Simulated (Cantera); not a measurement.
Charge: 1 mol Ca(OH)₂, 0.036 mol H₂O, at 650 K and 13300 Pa.

Method: chemical equilibrium by Gibbs-energy minimisation in Cantera with the NASA 1993 tables (ideal gas, pure condensed phases). Candidate condensed phases: Ca, CaO, Ca(OH)₂, H₂O; 14 gas species. Rates play no part.

Base state: H₂O 1.00 (mole fractions); condensed: Ca(OH)₂(s).

Problem. What changes in the equilibrium state with this change: temperature from 650 K to 2223.15 K?

Solution. 
```csv
species,before,after
H₂O,1.00,0.939
H₂,<1e-9,0.0306
OH,<1e-9,0.0136
O₂,<1e-9,0.0122
Ca(OH)₂,<1e-9,0.000454
H,<1e-9,0.00307
O,<1e-9,0.000947
"Ca(OH)₂(s), mol",1.00,0
"CaO(s), mol",0,0.999
```
